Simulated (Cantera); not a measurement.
Source: NASA polynomial tables (part measured, part estimated), evaluated in Cantera. Values are per mole of reaction as written; species without (g) are pure solids or liquids, kept so even where they would boil at 1 bar.

Problem. Between 1850 and 2250 K, where is each reaction favourable under standard conditions?
- 2 HCl(g) + CH2Cl2(g) + 2 Fe → CH4(g) + 2 FeCl2(g)

Solution. 
- 2 HCl(g) + CH2Cl2(g) + 2 Fe → CH4(g) + 2 FeCl2(g): ΔG° is -193 kJ at 1850 K and -201 kJ at 2250 K; it stays negative (K > 1). ΔH° is -161 kJ and ΔS° 18 J/K at 2250 K.
